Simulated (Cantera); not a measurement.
Source: NASA polynomial tables (part measured, part estimated), evaluated in Cantera. Values are per mole of reaction as written; species without (g) are pure solids or liquids, kept so even where they would boil at 1 bar.

**Question.** Between 400 and 625 K, where is each reaction favourable under standard conditions?
- P4O10 + 12 OH(g) + 11 N(g) ⇌ 4 PH3(g) + 11 NO2(g)

**Answer.** 
- P4O10 + 12 OH(g) + 11 N(g) ⇌ 4 PH3(g) + 11 NO2(g): ΔG° is -2005 kJ at 400 K and -1834 kJ at 625 K; it stays negative (K > 1). ΔH° is -2337 kJ and ΔS° -804 J/K at 625 K.
